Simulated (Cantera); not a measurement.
A perfectly stirred reactor is fed with CH4 : H2 : N2 = 0.012 : 1 : 0.00034 (molar parts), at 21.8 Torr; it is held at 2398 K, and followed from long to short residence time.

Model: GRI-Mech 3.0 (53 species, 325 reactions), integrated in Cantera. GRI-Mech 3.0 stops at C3 and has no aromatics, soot or wall deposition, so with more carbon than oxygen in the feed, carbon stays in small species such as C2H2 where larger ones or solid carbon would form. Radical loss at walls, strong at low pressure, is not modelled.

x: mole fraction; the columns are a selection and need not sum to one.

```csv
τ (s),x CH4,x H2,x C2H,x C2H6,x CH2
0.51,5.53e-5,0.925,2.38e-5,7.69e-11,8.76e-6
0.21,0.000135,0.938,1.86e-5,3.88e-10,1.32e-5
0.090,0.000326,0.950,1.40e-5,1.88e-9,1.86e-5
0.038,0.000745,0.959,1.03e-5,8.09e-9,2.55e-5
0.016,[?],0.965,[?],[?],[?]
0.0067,0.00307,0.970,4.62e-6,9.14e-8,3.99e-5
0.0028,[?],0.973,[?],[?],4.07e-5
```

Q: What belongs in the gaps?

A: 
- 0.016, x CH4: 0.00157
- 0.016, x C2H: 7.34e-6
- 0.016, x C2H6: 2.96e-8
- 0.016, x CH2: 3.32e-5
- 0.0028, x CH4: 0.00544
- 0.0028, x C2H: 2.18e-6
- 0.0028, x C2H6: 2.18e-7
